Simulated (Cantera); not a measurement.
A perfectly stirred reactor is fed with CH₄ : H₂O = 1 : 0.39 (molar parts), at 21.0 bar; it is held at 1475 K, and followed from long to short residence time.

Detailed kinetics in Cantera: GRI-Mech 3.0 (53 species, 325 reactions). GRI-Mech 3.0 stops at C3 and has no aromatics, soot or wall deposition, so with more carbon than oxygen in the feed, carbon stays in small species such as C2H2 where larger ones or solid carbon would form. The pressure lies above the range GRI-Mech 3.0 was tuned for (to about 10 atm).

Task: What does this change do: temperature 1475 to 1975 K?

Result: 
| quantity | before | after |
|---|---|---|
| x(CH₄) at τ = 0.480 s | 0.458 | 0.0615 |
| x(H₂O) at τ = 0.480 s | 0.232 | 0.00269 |
| x(C₂H₄) at τ = 0.480 s | 0.0487 | 0.00897 |
| x(CO) at τ = 0.480 s | 0.00822 | 0.148 |
| x(H₂O₂) at τ = 0.480 s | <1e-12 | <1e-12 |
| x(CH₄) at τ = 29.0 ms | 0.604 | 0.0677 |
| x(H₂O) at τ = 29.0 ms | 0.265 | 0.0310 |
| x(C₂H₄) at τ = 29.0 ms | 0.0193 | 0.0103 |
| x(CO) at τ = 29.0 ms | 0.000364 | 0.122 |
| x(H₂O₂) at τ = 29.0 ms | <1e-12 | <1e-12 |
